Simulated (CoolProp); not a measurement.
Model: reference Helmholtz-energy equation of state, Wagner 2002, in CoolProp.

Task: Give the vapour pressure (MPa), enthalpy of vaporisation (kJ/kg), liquid cp (kJ/(kg K)), vapour Z of saturated water at 279.15, 302.65 °C.

Result: 
| T (°C) | p (MPa) | enthalpy of vaporisation (kJ/kg) | liquid cp (kJ/(kg K)) | vapour Z |
|---|---|---|---|---|
| 279.15 | 6.33 | 1550 | 5.27 | 0.760 |
| 302.65 | 8.91 | 1380 | 5.83 | 0.695 |
